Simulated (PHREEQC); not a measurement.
A made-up water analysis in mg/L, 25 °C, pH 6.02, pe 10.6: Na 8.73; K 0.223; Ca 1.34; Mg 3.89; Cl 19.5; S(6) as SO4 3.16; Alkalinity as HCO3 10.6; Cd 0.0122; Ba 0.0128; Li 0.0122; B 0.00371; N(5) as NO3 1.

Cl is adjusted to close the charge balance.
Valence states are taken as typed.

Model: ion-association model, phreeqc.dat, run in PHREEQC.

No solid was allowed to form.

Question: Order these Cd species by the share of Cd that they hold, largest first: CdCl+, CdHCO3+, Cd+2, CdSO4.

Answer: Cd+2 (95 %), CdCl+ (4.1 %), CdSO4 (0.65 %), CdHCO3+ (0.45 %)

The pH is 6.02 and the ionic strength 0.000997 mol/kgw. Complexes and solids missing from the database can't appear.
